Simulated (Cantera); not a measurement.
Charge: 1 mol B₂O₃, 8.3 mol O₂, 53 mol N₂, at 1550 K and 0.000690 bar.

Cantera equilibrium calculation (NASA polynomials, part measured and part estimated; ideal gas, pure solids and liquids). Candidate condensed phases: B, BN, B₂O₃; 17 gas species. The numbers say what is thermodynamically allowed, not how fast it happens.

Base state: N₂ 0.850, O₂ 0.132, B₂O₃ 0.0153, BO₂ 0.00153, NO 0.00128, O 0.000108 (mole fractions); condensed: gas only.

Problem. What changes in the equilibrium state with this change: temperature from 1550 K to 1500 K?

Solution. 
```
species    before    after
-------  --------  -------
N₂          0.850    0.850
O₂          0.132    0.132
B₂O₃       0.0153   0.0155
BO₂       0.00153  0.00109
NO        0.00128  0.00101
O        0.000108  5.62e-5
```

Problem. What changes in the equilibrium state with this change: B₂O₃ replaced by BF₃?

Solution. 
```tsv
species	before	after
N₂	0.850	0.850
O₂	0.132	0.132
BF₃	0	0.0159
B₂O₃	0.0153	<1e-9
BO₂	0.00153	1.07e-9
F	0	0.000377
BOF	0	0.000188
NO	0.00128	0.00128
```

Problem. What changes in the equilibrium state with this change: temperature from 1550 K to 1925 K?

Solution. 
| species | before | after |
|---|---|---|
| N₂ | 0.850 | 0.844 |
| O₂ | 0.132 | 0.125 |
| B₂O₃ | 0.0153 | 0.0109 |
| BO₂ | 0.00153 | 0.00997 |
| BO | 2.51e-7 | 0.000109 |
| O | 0.000108 | 0.00496 |
| NO | 0.00128 | 0.00494 |
